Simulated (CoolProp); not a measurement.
A Linde-Hampson liquefier for methane: isothermal reversible compression at 290 K from 1 atm to 15 MPa, throttling to 1 atm, return gas leaving the recuperator 2 K below the feed. Each further row changes one setting.

The numbers come from the reference Helmholtz-energy equation of state, Setzmann 1991 in CoolProp.

```csv
case,liquid yield per pass,compression work (kJ/kg of gas)
as stated,0.171,712
high pressure 30 MPa,0.252,798
warm-end temperature 320 K,(withheld),(withheld)
warm-end gap 7 K,(withheld),712
```

Q: Complete the blanks.

A: 
- warm-end temperature 320 K, liquid yield per pass: 0.125
- warm-end temperature 320 K, compression work (kJ/kg of gas): 801
- warm-end gap 7 K, liquid yield per pass: 0.161
